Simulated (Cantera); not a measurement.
Charge: 1 mol H2S, 0.017 mol O2, 0.14 mol H2, held at 2998 K and 75.0 Torr.

Cantera equilibrium calculation (NASA polynomials, part measured and part estimated; ideal gas, pure solids and liquids). Candidate condensed phases: H2O, H2SO4, S; 19 gas species. The numbers say what is thermodynamically allowed, not how fast it happens.

Base state: H2 0.336, H 0.288, S 0.226, S2 0.0806, SH 0.0511, SO 0.00932, H2O 0.00404, H2S 0.00292 (mole fractions); condensed: gas only.

### Question
What changes in the equilibrium state with this change: O2 from 0.017 to 0.056 mol?

### Answer
| species | before | after |
|---|---|---|
| H2 | 0.336 | 0.326 |
| H | 0.288 | 0.283 |
| S | 0.226 | 0.217 |
| SO | 0.00932 | 0.0295 |
| H2O | 0.00404 | 0.0129 |
| S2 | 0.0806 | 0.0742 |
| SH | 0.0511 | 0.0483 |
| O2 | 2.86e-6 | 3.12e-5 |
| SO2 | 8.05e-5 | 0.000842 |
| O | 0.000602 | 0.00199 |
